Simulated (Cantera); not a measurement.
Charge: 1 mol CaO, 12 mol NF3, 21 mol H2, held at 9.80e-5 bar.

Cantera equilibrium calculation (NASA polynomials, part measured and part estimated; ideal gas, pure solids and liquids). Candidate condensed phases: Ca, CaF2, CaO, Ca(OH)2, H2O; 47 gas species. The numbers say what is thermodynamically allowed, not how fast it happens.

Question: Which condensed phases are stable at each of these points (T (°C)): 875, 925, 975, 1025, 1075, 1125, 1175, 1225, 1275, 1325, 1375?

Answer: 
```
T (°C)  condensed phases  Ca condensed (%)
------  ----------------  ----------------
875              CaF2(s)             100.0
925              CaF2(s)             100.0
975              CaF2(s)              99.9
1025             CaF2(s)              99.4
1075             CaF2(s)              97.5
1125             CaF2(s)              90.7
1175             CaF2(s)              68.8
1225             CaF2(s)               4.0
1275            gas only               0.0
1325            gas only               0.0
1375            gas only               0.0
```

From 875 °C to 1225 °C the condensed part is CaF2(s). From 1275 °C to 1375 °C nothing is condensed.
